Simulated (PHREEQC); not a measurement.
A solution holds 0.01 mol CsOH and 0.012 mol Na2CO3 per kg of water, at 90 °C. Closed to the air; pH follows from the charge balance.

Computed with PHREEQC (ion-association model, wateq4f.dat).

Precipitation was switched off in this run.

Problem. What pH does the model give?

Solution. pH 10.39.

Problem. In which forms is C present?

Solution. NaCO3- 63 %, CO3-2 28 %, HCO3- 9.2 % of the C.

Away from 25 °C the constants follow the database's enthalpies or fits; those with neither stay at their 25 °C values.
